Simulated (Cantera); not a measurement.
Charge: 1 mol AlN, 0.5 mol Cl₂, 2.4 mol O₂, held at 1102 °C and 7.50 Torr.

Equilibrium computed with Cantera from the NASA thermochemical tables; the gas is ideal and each condensed phase is pure. Candidate condensed phases: Al, AlCl₃, AlN, Al₂O₃; 24 gas species. The numbers say what is thermodynamically allowed, not how fast it happens.

Base state: O₂ 0.595, N₂ 0.180, Cl₂ 0.137, Cl 0.0865, NO 0.000506, ClO 0.000195, AlCl₃ 1.64e-5 (mole fractions); condensed: Al₂O₃(s).

**Question.** What changes in the equilibrium state with this change: temperature from 1102 °C to 725 °C?

**Answer.** 
```
species          before    after
-------------  --------  -------
O₂                0.595    0.622
N₂                0.180    0.189
Cl₂               0.137    0.188
Cl               0.0865  0.00164
AlCl₃           1.64e-5  7.38e-9
ClO            0.000195  8.07e-6
NO             0.000506  2.58e-5
Al₂O₃(s), mol     0.500    0.500
```
Condensed phases not in the tables: AlOCl.
